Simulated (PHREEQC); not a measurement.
Consider water at 85 °C with 0.022 mol Fe2(SO4)3 per kg of water. Closed to the air; pH follows from the charge balance.

Equilibrium calculation in PHREEQC: ion-association model, phreeqc.dat.

No solid was allowed to form.

### Question
Order these Fe species by the share of Fe that they hold, largest first: FeOH+2, Fe(SO4)2-, FeSO4+, Fe2(OH)2+4, Fe(OH)2+.

### Answer
FeSO4+ (51 %), FeOH+2 (19 %), Fe2(OH)2+4 (11 %), Fe(SO4)2- (9.2 %), Fe(OH)2+ (5.4 %)

The pH is 2.47 and the ionic strength 0.108 mol/kgw. Examples of supersaturated solids here: Hematite (slow to form), Goethite (slow to form). Others may be too. Constants without temperature data keep their 25 °C values here.
